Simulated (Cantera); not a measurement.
Feed: 1 mol SiH4, 0.4 mol HCl, a varied amount of N2, held at 1700 K and 225 Torr.

Method: chemical equilibrium by Gibbs-energy minimisation in Cantera with the NASA 1993 tables (ideal gas, pure condensed phases). Candidate condensed phases: NH4Cl, Si, Si3N4; 28 gas species. The numbers say what is thermodynamically allowed, not how fast it happens.

### Question
At 170 mol N2, list the 4 most abundant gas species with their mole fractions, and the condensed phases.

### Answer
N2 0.986, H2 0.0117, HCl 0.00223, SiCl2 4.62e-5. Condensed: Si3N4(s).
